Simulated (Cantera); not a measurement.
An isothermal, constant-pressure homogeneous reactor starts with 90.1 % NH3, 9.91 % N2, at 1723 K and 180 Torr.

Cantera simulation using the gas-phase N/H chemistry of the illustrative SiF4/NH3 mechanism in the Surface Chemkin manual (1991); the numbers are that mechanism's predictions, not measurements. Walls and surfaces, which speed up NH3 decomposition in real reactors, are not modelled.

x: mole fraction; the columns are a selection and need not sum to one.

```csv
t (s),x NH3,x N,x H2,x NH,x NH2,x N2H2,x N2
9.00e-6,0.901,<1e-12,5.87e-7,6.99e-12,1.20e-6,3.28e-12,0.0991
3.40e-5,0.901,<1e-12,2.29e-6,1.58e-10,4.60e-6,1.50e-10,0.0991
0.000128,0.901,<1e-12,8.73e-6,…,1.74e-5,4.50e-9,0.0991
0.000484,0.901,2.79e-11,3.45e-5,…,6.52e-5,8.82e-8,0.0991
0.00183,0.900,2.52e-10,0.000203,…,0.000209,1.07e-6,0.0991
0.00690,0.899,1.11e-9,0.00151,8.91e-7,0.000282,2.02e-6,0.0994
0.0261,0.892,3.82e-9,0.00676,9.57e-7,0.000278,1.99e-6,0.101
0.0984,0.868,1.26e-8,0.0261,…,0.000268,1.90e-6,0.106
0.372,0.783,2.96e-8,0.0926,1.31e-6,0.000243,1.58e-6,0.124
1.40,0.555,4.47e-8,0.273,1.33e-6,0.000191,8.98e-7,0.172
5.30,0.213,5.07e-8,0.543,…,0.000100,2.28e-7,0.244
20.0,0.0282,3.56e-8,0.688,…,2.28e-5,1.36e-8,0.283
```

Question: Complete the blanks.

Answer: 
- 0.000128, x NH: 4.02e-9
- 0.000484, x NH: 7.11e-8
- 0.00183, x NH: 5.48e-7
- 0.0984, x NH: 1.12e-6
- 5.30, x NH: 1.00e-6
- 20.0, x NH: 4.00e-7
